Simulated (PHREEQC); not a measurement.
A solution holds 0.082 mol CuCl2, 0.00068 mol HBF4 and 0.0032 mol Na2SO4 per kg of water, at 87 °C. Closed to the air; pH follows from the charge balance.

The numbers come from PHREEQC with the ion-association model, phreeqc.dat.

Each row changes one thing in this solution. This is a speciation only: nothing precipitates in the calculation.

```
case                                            pH  ionic strength (mol/kgw)  HF (mol/kgw)  SO4-2 (mol/kgw)  F- (mol/kgw)  HSO4- (mol/kgw)
--------------------------------------------  ----  ------------------------  ------------  ---------------  ------------  ---------------
as made                                       3.19                     0.159       0.00169          0.00161      0.000751         0.000194
CuCl2 left out                                3.35                   0.00952       0.00178          0.00271      0.000879         0.000418
CuCl2 replaced by AlCl3 at the same molality  2.42                     0.474       1.34e-7         0.000314       1.27e-8         0.000146
temperature from 87 to 70 °C                  3.10                     0.179       0.00154          0.00152      0.000815         0.000136
Na2SO4 from 0.0032 to 0.0064 mol/kgw          3.23                     0.164       0.00162          0.00328      0.000808         0.000350
CuCl2 from 0.082 to 0.123 mol/kgw             3.17                     0.218             ?          0.00161      0.000749         0.000181
temperature from 87 to 30 °C                  2.97                     0.226       0.00113          0.00143      0.000969          6.24e-5
Na2SO4 from 0.0032 to 0.016 mol/kgw           3.35                     0.182       0.00145          0.00858      0.000949         0.000687
temperature from 87 to 5 °C                   2.93                     0.242             ?          0.00147             ?          4.28e-5
```

Problem. Complete the blanks.

Solution. 
- CuCl2 from 0.082 to 0.123 mol/kgw, HF (mol/kgw): 0.00166
- temperature from 87 to 5 °C, HF (mol/kgw): 0.000863
- temperature from 87 to 5 °C, F- (mol/kgw): 0.00104

At this temperature some constants are extrapolated from 25 °C, and those without enthalpy data are left unchanged. Real BF4- forms and hydrolyses slowly; the run takes it at equilibrium.
